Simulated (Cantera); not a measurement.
Mixture: C3H8 : O2 : N2 : H2O = 1 : 5.15 : 19.4 : 6 (molar parts), at 1.40 bar, adiabatic and at constant pressure. Ignition delay is the time to a rise of 400 K.

Cantera simulation using GRI-Mech 3.0 (53 species, 325 reactions); the numbers are that mechanism's predictions, not measurements. GRI-Mech 3.0 was tuned for natural gas; its chemistry of propane as a main component is partial and can be far from experiment.

Problem. What does this change do: pressure from 1.40 bar to 0.630 bar?

Solution. 
| quantity | before | after |
|---|---|---|
| delay at 1125 K | 30.6 ms | 49.3 ms |
| delay at 1225 K | 3.96 ms | 5.99 ms |
| delay at 1325 K | 0.703 ms | 1.06 ms |
| delay at 1425 K | 0.175 ms | 0.273 ms |
| delay at 1525 K | 60.0 µs | 98.8 µs |
| apparent activation energy between 1475 and 1575 K | 180 kJ/mol | 170 kJ/mol |

Problem. What does this change do: H2O 6 to 12 parts?

Solution. 
```tsv
quantity	before	after
delay at 1125 K	30.6 ms	32.3 ms
delay at 1225 K	3.96 ms	4.34 ms
delay at 1325 K	0.703 ms	0.789 ms
delay at 1425 K	0.175 ms	0.198 ms
delay at 1525 K	60.0 µs	68.1 µs
apparent activation energy between 1475 and 1575 K	180 kJ/mol	180 kJ/mol
```
